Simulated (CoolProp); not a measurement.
Properties of dodecamethylpentasiloxane (MD3M) along the isotherm 507.4 K.

The numbers come from the reference Helmholtz-energy equation of state, Thol 2019 in CoolProp.

| p (MPa) | phase | density (kg/m³) | cp (kJ/(kg K)) | cv (kJ/(kg K)) | expansivity (1/kK) |
|---|---|---|---|---|---|
| 0.298 | liquid | 649.9 | 2.167 | 1.914 | 2.001 |
| 0.596 | liquid | 652.2 | 2.163 | 1.913 | 1.947 |
| 0.894 | liquid | 654.5 | 2.160 | 1.913 | 1.898 |
| 1.19 | liquid | 656.6 | 2.157 | 1.912 | 1.853 |
| 1.49 | liquid | 658.7 | 2.154 | 1.912 | 1.811 |
| 1.79 | liquid | 660.8 | 2.152 | 1.912 | 1.773 |
| 2.09 | liquid | 662.7 | 2.149 | 1.911 | 1.737 |
| 2.38 | liquid | 664.5 | 2.147 | 1.911 | 1.704 |
